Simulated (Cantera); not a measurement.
Charge: 1 mol SiO2, 2.2 mol CO, equilibrated at 1875 K and 2.90 mbar.

Equilibrium computed with Cantera from the NASA thermochemical tables; the gas is ideal and each condensed phase is pure. Candidate condensed phases: C, Si, SiC, SiO2; 20 gas species. The tables hold silica as quartz up to 1696 K and as liquid above; real silica turns to tridymite and cristobalite and melts near 1996 K. Kinetics and transport are ignored.

Base state: CO 0.947, SiO 0.0266, CO2 0.0266 (mole fractions); condensed: SiO2(condensed).

Q: What changes in the equilibrium state with this change: temperature from 1875 K to 1175 K?

A: 
| species | before | after |
|---|---|---|
| CO | 0.947 | 1.000 |
| CO2 | 0.0266 | 7.85e-5 |
| SiO | 0.0266 | 3.32e-8 |
| SiO2(condensed), mol | 0.940 | 0 |
| SiO2(β-quartz), mol | 0 | 1.00 |

Q: What changes in the equilibrium state with this change: 0.88 mol H2O added?

A: 
```json
[
 {"species": "CO", "before": "0.947", "after": "0.567"},
 {"species": "H2O", "before": "0", "after": "0.144"},
 {"species": "CO2", "before": "0.0266", "after": "0.143"},
 {"species": "H2", "before": "0", "after": "0.138"},
 {"species": "SiO", "before": "0.0266", "after": "0.00296"},
 {"species": "H", "before": "0", "after": "0.00452"},
 {"species": "OH", "before": "0", "after": "0.000366"},
 {"species": "SiO2(condensed), mol", "before": "0.940", "after": "0.991"}
]
```
Further candidate phases: C6H6, C7H8, C8H18, H2O.
